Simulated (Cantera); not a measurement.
Feed: 1 mol AlCl3, 79 mol NH3, 33 mol H2, held at 100 Torr.

Method: chemical equilibrium by Gibbs-energy minimisation in Cantera with the NASA 1993 tables (ideal gas, pure condensed phases). Candidate condensed phases: Al, AlCl3, AlN, NH4Cl; 20 gas species. Equilibrium is a limit: real reactors are often held back by kinetics, nucleation or transport.

Which condensed phases are stable at each of these points (T (K)): 1223, 1323, 1423, 1523, 1623, 1723, 1823, 1923, 2023?


| T (K) | condensed phases | Al condensed (%) |
|---|---|---|
| 1223 | AlN(s) | 96.9 |
| 1323 | AlN(s) | 96.4 |
| 1423 | AlN(s) | 95.1 |
| 1523 | AlN(s) | 89.4 |
| 1623 | AlN(s) | 66.5 |
| 1723 | AlN(s) | 3.5 |
| 1823 | gas only | 0.0 |
| 1923 | gas only | 0.0 |
| 2023 | gas only | 0.0 |

From 1223 K to 1723 K the condensed part is AlN(s). From 1823 K to 2023 K nothing is condensed.
